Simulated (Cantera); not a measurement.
An adiabatic, constant-volume homogeneous reactor starts with 14.4 % CH₄, 18.0 % O₂, 67.6 % N₂, at 1225 K and 23.7 atm.

Computed with Cantera and GRI-Mech 3.0 (53 species, 325 reactions). The pressure lies above the range GRI-Mech 3.0 was tuned for (to about 10 atm).

One state of this run: T (K) = 2901; P (bar) = 63.2; x CH₄ = 1.49e-9; x O₂ = 5.33e-5; x C₂H₂ = 5.26e-12; x H₂O = 0.165; x CH₃ = 1.17e-9; x N₂O = 2.32e-7; x HO₂ = 2.55e-7. x: mole fraction; the columns are a selection and need not sum to one.

Q: Which value of t (s) does it belong to?
A. 8.25e-6
B. 7.22e-5
C. 0.0114
D. 1.70e-5

A: C, 0.0114
